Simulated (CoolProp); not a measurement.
Vapour-liquid equilibrium of propane (1) + neopentane (2) at 314.9 K; x and y are mole fractions of (1).

Computed with CoolProp (multi-fluid Helmholtz-energy mixture model, Lemmon 2009 and Lemmon 2006; pair parameters Bell 2016).

### Question
Give the bubble pressure and the first vapour's composition at x = 0.15, 0.65, 0.75. Is there an azeotrope?

### Answer
x = 0.15: 0.3683 MPa, y = 0.326; x = 0.65: 0.8411 MPa, y = 0.883; x = 0.75: 0.9944 MPa, y = 0.933. No azeotrope shows between x = 0.05 and 0.95.

Pair parameters are fitted to limited data, so mixtures are less certain than the pure fluids.
